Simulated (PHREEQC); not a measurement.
Dissolve 0.0092 mol H2SO4, 6.5e-06 mol H4SiO4 and 0.0032 mol KH2PO4 per kg of water at 25 °C. Closed to the air; pH follows from the charge balance.

Computed with PHREEQC (ion-association model, wateq4f.dat).

```tsv
quantity	before	after
pH	1.95	2.15
ionic strength (mol/kgw)	0.0211	0.0300
HSO4- (mol/kgw)	0.00384	0.00267
```

Q: What was changed between the two runs?
(A) diluted 10-fold with water
(B) H4SiO4 left out
(C) KH2PO4 from 0.0032 to 0.00064 mol/kgw
(D) KH2PO4 from 0.0032 to 0.016 mol/kgw
(E) KH2PO4 left out

A: D, KH2PO4 from 0.0032 to 0.016 mol/kgw

No solid was allowed to form. H3PO4, which wateq4f.dat lacks, is added to it with the constant of phreeqc.dat.
